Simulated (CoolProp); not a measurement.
Vapour-liquid equilibrium of isohexane (1) + benzene (2) at 393.9 K; x and y are mole fractions of (1).

Model: multi-fluid Helmholtz-energy mixture model, Lemmon 2006 and Thol 2012; pair parameters Bell 2016, in CoolProp.

```
x      bubble pressure, mixture model (bar)  bubble pressure, Raoult's law (bar)  y, mixture model  y, Raoult's law
-----  ------------------------------------  -----------------------------------  ----------------  ---------------
0.05                                  3.281                                3.152             0.109            0.079
0.125                                 3.563                                3.297             0.232            0.189
0.2                                   3.793                                3.442             0.327            0.290
0.275                                 3.984                                3.588             0.406            0.383
0.35                                    [?]                                3.733             0.474            0.468
0.425                                 4.291                                3.878             0.537            0.547
0.5                                     [?]                                4.024             0.596            0.620
0.575                                 4.530                                4.169             0.655            0.689
0.65                                  4.631                                4.314             0.713            0.752
0.725                                   [?]                                4.459               [?]            0.812
0.8                                   4.807                                4.605             0.832            0.867
0.875                                 4.882                                4.750             0.894            0.920
0.95                                  4.950                                4.895             0.957            0.969
```

### Question
Some entries are withheld; supply them.

### Answer

- 0.35, bubble pressure, mixture model (bar): 4.148
- 0.5, bubble pressure, mixture model (bar): 4.417
- 0.725, bubble pressure, mixture model (bar): 4.723
- 0.725, y, mixture model: 0.772

The largest gap from Raoult's law is +11.1 % in bubble pressure, at x = 0.35. No azeotrope shows between x = 0.05 and 0.95.

The pair parameters rest on a limited set of measurements; away from them the model extrapolates.
